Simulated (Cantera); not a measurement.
A closed system holds: 1 mol AlN, 2.1 mol H₂O, 0.14 mol N₂, at 1650 K and 0.360 bar.

Method: chemical equilibrium by Gibbs-energy minimisation in Cantera with the NASA 1993 tables (ideal gas, pure condensed phases). Candidate condensed phases: Al, AlN, Al₂O₃, H₂O; 35 gas species. Gases not in the tables: Al(OH)₃. Rates play no part.

Q: What is the equilibrium state?

A: 
```
Property                             Result
--------------------------------  ---------
x(H₂)                                 0.547
x(N₂)                                 0.234
x(H₂O)                                0.219
x(H)                               0.000112
x(NH₃)                              2.89e-6
x(OH)                               2.02e-6
n(Al₂O₃(s))                       0.500 mol
gas amount                        2.740 mol
log10 activity of Al(l) (absent)     -10.17
```
